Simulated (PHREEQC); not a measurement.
2.5 g of hydrous ferric oxide (600 m²/g; 0.2 weak and 0.005 strong sites per Fe, Dzombak-Morel constants, diffuse double layer) in 1 kg of water with 0.01 mol/kgw of an inert sodium salt and 0.0023 mol NaF and 0.00059 mol H3BO3, at 25 °C; the pH is set by adding NaOH or the inert anion's acid. Oxygen alone is held at its pressure in air (log pO2 = -0.68). No CO2 enters from the air. Nothing may precipitate in this run.

The series has 17 steps of pH, from 3 to 11.

The numbers come from PHREEQC with the ion-association model, wateq4f.dat.

Question: Near which pH is half of the F sorbed, and on which side is more sorbed?

Answer: Near pH 6.8, with more sorbed at lower pH.

Real BF4- forms and hydrolyses slowly; the run takes it at equilibrium. The oxide is taken as insoluble; below pH 4 it would dissolve.
